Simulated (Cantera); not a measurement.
An isothermal, constant-pressure homogeneous reactor starts with NO : N2 : H2O = 1 : 7.7 : 0.016 (molar parts), at 1648 K and 190000 Pa.

Cantera simulation using GRI-Mech 3.0 (53 species, 325 reactions); the numbers are that mechanism's predictions, not measurements.

Question: Predict: x(NO) at 70.0 s; x(N2O) at 70.0 s; x(NO2) at 70.0 s; x(O2) at 70.0 s; x(O) at 70.0 s; x(N2) at 70.0 s.

Answer: 
```json
{
 "x(NO) at 70.0 s": "0.0400 (gas-phase equilibrium 0.00135)",
 "x(N2O) at 70.0 s": "7.14e-7 (gas-phase equilibrium 1.20e-7)",
 "x(NO2) at 70.0 s": "8.26e-5 (gas-phase equilibrium 3.42e-6)",
 "x(O2) at 70.0 s": "0.0373 (gas-phase equilibrium 0.0567)",
 "x(O) at 70.0 s": "3.59e-6 (gas-phase equilibrium 4.40e-6)",
 "x(N2) at 70.0 s": "0.921 (gas-phase equilibrium 0.940)"
}
```
